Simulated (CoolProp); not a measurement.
A single-stage vapour-compression cycle with CH2F2 (R32): evaporating at 273.15 K (dew point), condensing at 315.15 K (bubble point), superheat 5 K, subcooling 8 K, compressor efficiency 0.65, no pressure losses. Each further row changes one setting.

The numbers come from the reference Helmholtz-energy equation of state, Tillner-Roth 1997 in CoolProp.

```
case                              cooling COP  pressure ratio  discharge temperature (K)  refrigerating effect (kJ/kg)  volumetric capacity (kJ/m³)
--------------------------------  -----------  --------------  -------------------------  ----------------------------  ---------------------------
as stated                                3.45            3.20                      374.0                           258                         5520
evaporating temperature 278.15 K         4.07            2.73                      365.8                           259                         6490
condensing temperature 310.15 K          4.04            2.83                      363.2                           268                         5730
subcooling 13 K                          3.58            3.20                      374.0                           268                         5730
superheat 15 K                           3.39            3.20                      387.3                           270                         5430
compressor efficiency 0.55               2.92            3.20                      385.3                           258                         5520
```
